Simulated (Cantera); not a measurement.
An isothermal, constant-pressure homogeneous reactor starts with 48.1 % CH₄, 51.9 % H₂O, at 1623 K and 1.01 bar.

Cantera simulation using GRI-Mech 3.0 (53 species, 325 reactions); the numbers are that mechanism's predictions, not measurements.

Predict: x(CH₄) at 3.00 s; x(H₂O) at 3.00 s; x(CH₂CO) at 3.00 s; x(C₂H₄) at 3.00 s; x(HCO) at 3.00 s; x(C₂H₆) at 3.00 s; x(C₂H) at 3.00 s.

x(CH₄) at 3.00 s: 0.0311 (gas-phase equilibrium 6.20e-6)
x(H₂O) at 3.00 s: 0.132 (gas-phase equilibrium 0.0177)
x(CH₂CO) at 3.00 s: 6.83e-6 (gas-phase equilibrium 9.56e-11)
x(C₂H₄) at 3.00 s: 0.00242 (gas-phase equilibrium 1.02e-10)
x(HCO) at 3.00 s: 8.79e-9 (gas-phase equilibrium 1.50e-8)
x(C₂H₆) at 3.00 s: 7.04e-6 (gas-phase equilibrium <1e-12)
x(C₂H) at 3.00 s: 1.37e-8 (gas-phase equilibrium <1e-12)
